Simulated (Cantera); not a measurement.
## Adiabatic ignition

An adiabatic, constant-pressure homogeneous reactor starts with CH4 : C2H6 : C3H8 : O2 : N2 = 1 : 0.14 : 0.18 : 3.08 : 11.6 (molar parts), equivalence ratio 1.1, at 1725 K and 420000 Pa.

Detailed kinetics in Cantera: GRI-Mech 3.0 (53 species, 325 reactions). GRI-Mech 3.0 was tuned for natural gas; its chemistry of propane as a main component is partial and can be far from experiment.

```csv
t (s),T (K),x CH4,x C2H6,x C3H8,x C2H4,x CH2O,x CH2CO
2.00e-6,1713,0.0609,0.00783,0.00871,0.00300,0.000767,2.59e-5
4.60e-6,1737,0.0559,0.00638,0.00472,0.00887,0.00317,0.000380
1.06e-5,2372,0.00569,1.69e-5,2.09e-8,0.000966,0.000940,0.00160
2.43e-5,2874,<1e-12,<1e-12,<1e-12,<1e-12,2.12e-9,<1e-12
5.58e-5,2964,<1e-12,<1e-12,<1e-12,<1e-12,2.22e-9,<1e-12
0.000128,2963,<1e-12,<1e-12,<1e-12,<1e-12,2.26e-9,<1e-12
0.000295,2956,<1e-12,<1e-12,<1e-12,<1e-12,2.32e-9,<1e-12
0.000678,2953,<1e-12,<1e-12,<1e-12,<1e-12,2.34e-9,<1e-12
0.00156,2953,<1e-12,<1e-12,<1e-12,<1e-12,2.34e-9,<1e-12
0.00358,2953,<1e-12,<1e-12,<1e-12,<1e-12,2.34e-9,<1e-12
0.00823,2953,<1e-12,<1e-12,<1e-12,<1e-12,2.34e-9,<1e-12
0.0189,2953,<1e-12,<1e-12,<1e-12,<1e-12,2.34e-9,<1e-12
0.0435,2953,<1e-12,<1e-12,<1e-12,<1e-12,2.34e-9,<1e-12
0.100,2953,<1e-12,<1e-12,<1e-12,<1e-12,2.34e-9,<1e-12
```
x: mole fraction; the columns are a selection and need not sum to one.

| Property | Value |
|---|---|
| time of steepest temperature rise | 10.7 µs |
| temperature at 0.100 s | 2953 K |
| equilibrium temperature | 2953 K |
| x(CH4) at 0.100 s | <1e-12 (gas-phase equilibrium <1e-12) |
| x(C2H6) at 0.100 s | <1e-12 (gas-phase equilibrium <1e-12) |
| x(C3H8) at 0.100 s | <1e-12 (gas-phase equilibrium <1e-12) |
